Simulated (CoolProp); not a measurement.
Vapour-liquid equilibrium of CH2F2 (R32) (1) + methanol (2) at 289.6 K; x and y are mole fractions of (1).

Model: multi-fluid Helmholtz-energy mixture model, Tillner-Roth 1997 and de Reuck 1993; pair parameters Bell 2016, in CoolProp.

**Question.** Give the bubble pressure and the first vapour's composition at x = 0.45, 0.75, 0.95. Is there an azeotrope?

**Answer.** x = 0.45: 9.594 bar, y = 0.989; x = 0.75: 10.87 bar, y = 0.991; x = 0.95: 12.61 bar, y = 0.997. No azeotrope shows between x = 0.05 and 0.95.

Pair parameters are fitted to limited data, so mixtures are less certain than the pure fluids. The gap from Raoult's law changes sign with composition, which may be real or a fault of the pair parameters; it wasn't checked against measurements. With so large a gap from Raoult's law the liquid may split in two, which this calculation doesn't test in full.
